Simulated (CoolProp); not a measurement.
Properties of n-perfluorobutane along the isobar 960 kPa (Tc = 386.3 K, pc = 2322 kPa, ω = 0.372).

Model: reference Helmholtz-energy equation of state, Gao 2022, in CoolProp.

| T (K) | phase | density (kg/m³) | speed of sound (m/s) |
|---|---|---|---|
| 152.4 | liquid | 2017 | ? |
| 160.9 | liquid | 1984 | 814.7 |
| 169.3 | liquid | ? | 788.9 |
| 177.7 | liquid | 1922 | 763.5 |
| 186.1 | liquid | ? | 738.4 |
| 194.6 | liquid | 1863 | 713.4 |
| 203 | liquid | ? | 688.9 |
| 211.4 | liquid | 1805 | 664.7 |
| 219.9 | liquid | 1776 | 640.3 |
| 228.3 | liquid | ? | 616.2 |
| 236.7 | liquid | 1719 | 592.2 |

**Question.** Some entries are withheld; supply them.

**Answer.** 
- 152.4, speed of sound (m/s): 841.4
- 169.3, density (kg/m³): 1953
- 186.1, density (kg/m³): 1892
- 203, density (kg/m³): 1833
- 228.3, density (kg/m³): 1747
